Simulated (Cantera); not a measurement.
Stirred combustor or abatement burner

A perfectly stirred reactor is fed with 6.55 % CH4, 2.42 % CO, 17.9 % O2, 67.5 % N2, 5.70 % H2O, equivalence ratio 0.80, at 101000 Pa; it is adiabatic with a 350 K inlet, and is followed from long to short residence time, starting on the burning branch (τ in s: 0.27, 0.091, 0.031, 0.011, 0.0036, 0.0012, 0.00041, 0.00014, 4.7e-05, 1.6e-05).

Model: GRI-Mech 3.0 (53 species, 325 reactions), integrated in Cantera.

| τ (s) | T (K) | x CH4 | x CO | x O2 | x C2H | x OH | x NO |
|---|---|---|---|---|---|---|---|
| 0.27 | 1961 | 2.84e-6 | 0.000743 | 0.0360 | <1e-12 | 0.00181 | 0.000159 |
| 0.091 | 1955 | 6.54e-6 | 0.00117 | 0.0362 | 1.83e-12 | 0.00219 | 9.00e-5 |
| 0.031 | 1943 | 1.37e-5 | 0.00206 | 0.0367 | 6.15e-12 | 0.00282 | 6.10e-5 |
| 0.011 | 1921 | 2.73e-5 | 0.00365 | 0.0375 | 1.61e-11 | 0.00365 | 4.55e-5 |
| 0.0036 | 1881 | 5.84e-5 | 0.00651 | 0.0391 | 4.00e-11 | 0.00467 | 3.41e-5 |
| 0.0012 | 1820 | 0.000132 | 0.0109 | 0.0418 | 9.45e-11 | 0.00554 | 2.52e-5 |
| 0.00041 | 1733 | 0.000342 | 0.0178 | 0.0464 | 2.43e-10 | 0.00578 | 1.62e-5 |
| 0.00014 | 1568 | 0.00175 | 0.0357 | 0.0600 | 9.59e-10 | 0.00367 | 4.49e-6 |
| 4.7e-5 | 350 | 0.0655 | 0.0242 | 0.179 | <1e-12 | <1e-12 | <1e-12 |
| 1.6e-5 | 350 | 0.0655 | 0.0242 | 0.179 | <1e-12 | <1e-12 | <1e-12 |
x: mole fraction; the columns are a selection and need not sum to one.
